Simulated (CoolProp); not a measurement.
C3F8 (R218) along the isotherm 440 K: density (kg/m³) from the reference equation and from simpler models built on Tc = 345.0 K, pc = 2640 kPa, ω = 0.317; each cubic takes its own stable root.

Model: reference Helmholtz-energy equation of state, Lemmon 2006, in CoolProp. It is a short technical equation, of lower accuracy than the large ones.

| p (kPa) | phase | reference | ideal gas | van der Waals | Redlich-Kwong | Soave-Redlich-Kwong | Peng-Robinson |
|---|---|---|---|---|---|---|---|
| 132 | gas | 6.830 | 6.784 | 6.840 | 6.841 | 6.830 | 6.840 |
| 264 | gas | 13.75 | 13.57 | 13.79 | 13.80 | 13.75 | 13.79 |
| 396 | gas | 20.77 | 20.35 | 20.87 | 20.87 | 20.77 | 20.86 |
| 528 | gas | 27.89 | 27.14 | 28.06 | 28.07 | 27.88 | 28.04 |
| 660 | gas | 35.11 | 33.92 | 35.39 | 35.39 | 35.09 | 35.35 |
| 792 | gas | 42.43 | 40.70 | 42.85 | 42.85 | 42.40 | 42.77 |
| 924 | gas | 49.86 | 47.49 | 50.45 | 50.44 | 49.81 | 50.32 |
| 1060 | gas | 57.63 | 54.48 | 58.43 | 58.40 | 57.55 | 58.23 |
| 1190 | gas | 65.17 | 61.16 | 66.21 | 66.16 | 65.06 | 65.91 |
| 1320 | gas | 72.83 | 67.84 | 74.16 | 74.06 | 72.66 | 73.72 |
